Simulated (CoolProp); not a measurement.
Properties of octamethylcyclotetrasiloxane (D4) along the isotherm 168.35 °C.

Computed with CoolProp (reference Helmholtz-energy equation of state, Thol 2015).

```json
[
 {"p (MPa)": "0.0426", "phase": "gas", "density (kg/m³)": "3.559", "fugacity coefficient": "0.9681"},
 {"p (MPa)": "0.0663", "phase": "gas", "density (kg/m³)": "5.652", "fugacity coefficient": "0.9504"},
 {"p (MPa)": "0.103", "phase": "liquid", "density (kg/m³)": "775.7", "fugacity coefficient": "0.7628"},
 {"p (MPa)": "0.161", "phase": "liquid", "density (kg/m³)": "776.0", "fugacity coefficient": "0.4910"},
 {"p (MPa)": "0.25", "phase": "liquid", "density (kg/m³)": "776.5", "fugacity coefficient": "0.3191"},
 {"p (MPa)": "0.39", "phase": "liquid", "density (kg/m³)": "777.2", "fugacity coefficient": "0.2076"},
 {"p (MPa)": "0.607", "phase": "liquid", "density (kg/m³)": "778.2", "fugacity coefficient": "0.1364"},
 {"p (MPa)": "0.945", "phase": "liquid", "density (kg/m³)": "779.8", "fugacity coefficient": "0.09075"},
 {"p (MPa)": "1.47", "phase": "liquid", "density (kg/m³)": "782.3", "fugacity coefficient": "0.06159"},
 {"p (MPa)": "2.29", "phase": "liquid", "density (kg/m³)": "785.9", "fugacity coefficient": "0.04302"},
 {"p (MPa)": "3.57", "phase": "liquid", "density (kg/m³)": "791.3", "fugacity coefficient": "0.03147"},
 {"p (MPa)": "5.56", "phase": "liquid", "density (kg/m³)": "798.9", "fugacity coefficient": "0.02473"},
 {"p (MPa)": "8.65", "phase": "liquid", "density (kg/m³)": "809.4", "fugacity coefficient": "0.02168"},
 {"p (MPa)": "13.5", "phase": "liquid", "density (kg/m³)": "823.7", "fugacity coefficient": "0.02245"}
]
```
